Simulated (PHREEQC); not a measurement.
## Copper plating or etch bath: speciation

A solution holds 0.021 mol Cu(NO3)2, 0.00062 mol H2SO4 and 0.02 mol KCl per kg of water, at 25 °C. Closed to the air; pH follows from the charge balance.

Model: ion-association model, phreeqc.dat, run in PHREEQC.

Precipitation was switched off in this run.

Question: Estimate the pH, specific conductance.

Answer: pH 2.99; specific conductance 7030 µS/cm.

Question: In which forms is Cu present?

Answer: Cu+2 97 %, CuCl+ 2.1 %, CuSO4 1.1 % of the Cu.
